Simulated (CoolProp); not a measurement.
100 sccm (0 °C, 1 atm) of nitrogen bubbles through liquid ethylbenzene at 369.1 K and leaves saturated at a total pressure of 0.15 MPa (ideal gas phase). Each further row changes one setting.

The numbers come from the reference Helmholtz-energy equation of state, Zhou 2012 in CoolProp.

```json
[
 {"case": "as stated", "vapour pressure (kPa)": "29.9", "mole fraction of vapour": "?", "delivery (mg/min)": "?", "delivery (sccm)": "24.9", "change of delivery for a bath 1 K warmer (%)": "4.4"},
 {"case": "bath temperature 374.1 K", "vapour pressure (kPa)": "?", "mole fraction of vapour": "?", "delivery (mg/min)": "146", "delivery (sccm)": "?", "change of delivery for a bath 1 K warmer (%)": "?"},
 {"case": "total pressure 0.3 MPa", "vapour pressure (kPa)": "29.9", "mole fraction of vapour": "0.0996", "delivery (mg/min)": "52.4", "delivery (sccm)": "?", "change of delivery for a bath 1 K warmer (%)": "3.9"}
]
```

### Question
Fill in the missing entries.

### Answer

- as stated, mole fraction of vapour: 0.199
- as stated, delivery (mg/min): 118
- bath temperature 374.1 K, vapour pressure (kPa): 35.4
- bath temperature 374.1 K, mole fraction of vapour: 0.236
- bath temperature 374.1 K, delivery (sccm): 30.9
- bath temperature 374.1 K, change of delivery for a bath 1 K warmer (%): 4.5
- total pressure 0.3 MPa, delivery (sccm): 11.1
